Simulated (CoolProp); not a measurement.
Model: reference Helmholtz-energy equation of state, Gao 2022, in CoolProp.

Problem. For n-perfluorobutane, give the phase and the density (kg/m³), cv (kJ/(kg K)), speed of sound (m/s), expansivity (1/kK) at 277.4 K and 522 kPa; 383.6 K and 522 kPa; 410.2 K and 522 kPa.

Solution. 
- 277.4 K and 522 kPa: liquid; density 1580, cv 0.862, speed of sound 469, expansivity 2.30
- 383.6 K and 522 kPa: gas; density 42.3, cv 0.912, speed of sound 109, expansivity 3.47
- 410.2 K and 522 kPa: gas; density 38.8, cv 0.928, speed of sound 115, expansivity 3.06
